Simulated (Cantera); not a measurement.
What does this Cantera script print?

```python
import numpy as np
import cantera as ct

gas_names = """
    C CH CH2 CH3 CH2OH CH3O CH4 CH3OH CO CO2 COOH C2 C2H CHCO,ketyl C2H2,acetylene C2H2,vinylidene
    CH2CO,ketene C2H3,vinyl CH3CO,acetyl C2H4 C2H4O,ethylen CH3CHO,ethanal CH3COOH (HCOOH)2 C2H5 C2H6
    CH3OCH3 C2H5OH C2O C3 C3H3,propargyl C3H4,allene C3H4,propyne C3H4,cyclo- C3H5,allyl C3H6,propylene
    C3H6,cyclo- C3H6O C3H7,n-propyl C3H7,i-propyl C3H8 C3H8O,1propanol C3H8O,2propanol C3O2 C4 C4H2
    C4H4,1,3-cyclo- C4H6,butadiene C4H6,2-butyne C4H6,cyclo- C4H8,1-butene C4H8,cis2-buten
    C4H8,tr2-butene C4H8,isobutene C4H8,cyclo- (CH3COOH)2 C4H9,n-butyl C4H9,i-butyl C4H9,s-butyl
    C4H9,t-butyl C4H10,isobutane C4H10,n-butane C5 C5H6,1,3cyclo- C5H8,cyclo- C5H10,1-pentene
    C5H10,cyclo- C5H11,pentyl C5H11,t-pentyl C5H12,n-pentane C5H12,i-pentane CH3C(CH3)2CH3 C6H2
    C6H5,phenyl C6H5O,phenoxy C6H6 C6H5OH,phenol C6H10,cyclo- C6H12,1-hexene C6H12,cyclo- C6H13,n-hexyl
    C7H7,benzyl C7H8 C7H8O,cresol C7H14,1-heptene C7H15,n-heptyl C7H16,n-heptane C8H8,styrene
    C8H10,ethylbenz C8H16,1-octene C8H17,n-octyl C8H18,isooctane C8H18,n-octane C9H19,n-nonyl
    C10H8,naphthale C10H21,n-decyl C12H9,o-bipheny C12H10,bipheny Cu CuO Cu2 H HCO HO2 H2
    HCHO,formaldehy HCOOH H2O H2O2 O OH O2 O3
""".split()
cond_names = """
    C(gr) C6H6(L) C7H8(L) C8H18(L),n-octa Cu(cr) Cu(L) CuO(s) CuO2H2(s) Cu2O(s) Cu2O(L) H2O(s) H2O(L)
""".split()


def load(file, names, dense=False):
    # The tables refer to 1 bar. Condensed volumes are neglected.
    table = {s.name: s for s in ct.Species.list_from_file(file)}
    out = []
    for n in names:
        d = dict(table[n].input_data)
        d["thermo"] = dict(d["thermo"], **{"reference-pressure": 1e5})
        if dense:
            d["equation-of-state"] = {"model": "constant-volume", "density": "1e6 g/cm^3"}
        out.append(ct.Species.from_dict(d))
    return out


gas = ct.Solution(thermo="ideal-gas", species=load("nasa_gas.yaml", gas_names))
cond = {s.name: ct.Solution(thermo="fixed-stoichiometry", species=[s], name=s.name)
        for s in load("nasa_condensed.yaml", cond_names, dense=True)}
atoms = {
    'Cu2O': {'Cu': 2, 'O': 1},
    'CH4': {'C': 1, 'H': 4},
    'H2': {'H': 2},
}
top_T = {'C(gr)': 4500, 'CuO(s)': 1390}  # K; cautious upper limits of use, not melting points


def equilibrate(T, P, feed):
    n = {}
    for name, mol in feed.items():
        for a, k in atoms[name].items():
            n[a] = n.get(a, 0.0) + k * mol
    gas.TPX = T, P, n
    mass = sum(n.values()) * gas.mean_molecular_weight
    gas.equilibrate("TP")
    valid = [c for c in cond.values() if c.min_temp <= T <= top_T.get(c.name, c.max_temp)]
    mix = ct.Mixture([(gas, mass / gas.mean_molecular_weight)] + [(c, 0.0) for c in valid])
    mix.T, mix.P = T, P
    mix.equilibrate("TP", solver="vcs", rtol=1e-11, max_steps=5000)
    return mix


results = []
feed = {'Cu2O': 1, 'CH4': 0.31, 'H2': 16}  # mol
T = 1073.15  # K
P = 10000  # Pa
mix = equilibrate(T, P, feed)
results.append((T, P, feed, dict(zip(mix.species_names, mix.species_moles))))
x = sorted(zip(gas.X, gas.species_names), reverse=True)
print(f"T = {T:g} K  P = {P:g} Pa  gas = {mix.phase_moles(0):.4g} mol")
print("   x: " + "  ".join(f"{s} {v:.3e}" for v, s in x if v > 1e-05))
print("   condensed (mol): " + ("  ".join(f"{mix.phase(i).name} {mix.phase_moles(i):.4g}"
      for i in range(1, mix.n_phases) if mix.phase_moles(i) > 1e-12) or "none"))
```

It prints:

```
T = 1073.15 K  P = 10000 Pa  gas = 16.93 mol
   x: H2 9.417e-01  H2O 3.998e-02  CO 1.749e-02  CO2 8.036e-04  CH4 2.174e-05
   condensed (mol): Cu(cr) 2
```

Cantera equilibrium calculation (NASA polynomials, part measured and part estimated; ideal gas, pure solids and liquids).
